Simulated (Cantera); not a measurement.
Feed: 1 mol CH₂F₂, 0.18 mol H₂, equilibrated at 3.40 Pa.

Equilibrium computed with Cantera from the NASA thermochemical tables; the gas is ideal and each condensed phase is pure. Candidate condensed phases: C, C₆H₆, C₇H₈, C₈H₁₈; 95 gas species. Kinetics and transport are ignored. All values below are at 3150 K.

Base state: H 0.437, F 0.367, C 0.177, HF 0.0114, C₂ 0.00408, CF 0.00174, C₃ 0.00119, H₂ 0.000108 (mole fractions); condensed: gas only.

**Question.** What changes in the equilibrium state with this change: CH₂F₂ replaced by CF₄?

**Answer.** 
```csv
species,before,after
F,0.367,0.749
C,0.177,0.174
H,0.437,0.0646
HF,0.0114,0.00342
H₂,0.000108,2.37e-6
CF,0.00174,0.00350
C₃,0.00119,0.00114
C₂,0.00408,0.00396
```

**Question.** What changes in the equilibrium state with this change: H₂ from 0.18 to 11 mol?

**Answer.** 
| species | before | after |
|---|---|---|
| H | 0.437 | 0.888 |
| F | 0.367 | 0.0700 |
| C | 0.177 | 0.0368 |
| HF | 0.0114 | 0.00439 |
| C₃ | 0.00119 | 1.07e-5 |
| CF | 0.00174 | 6.90e-5 |
| C₂ | 0.00408 | 0.000176 |
| H₂ | 0.000108 | 0.000447 |
